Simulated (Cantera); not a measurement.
PbO + CO (carbothermic reduction)

Input: 1 mol PbO, 5.3 mol CO, at 1473.15 K and 47.0 Pa.

Cantera equilibrium calculation (NASA polynomials, part measured and part estimated; ideal gas, pure solids and liquids). Candidate condensed phases: C, Pb, PbO, PbO2, Pb3O4; 15 gas species. Rates play no part.

x(CO): 0.683
x(CO2): 0.159
x(Pb): 0.159
x(PbO): 2.92e-5
gas amount: 6.300 mol
log10 activity of Pb(l) (absent): -2.40
log10 activity of C(graphite) (absent): -5.93
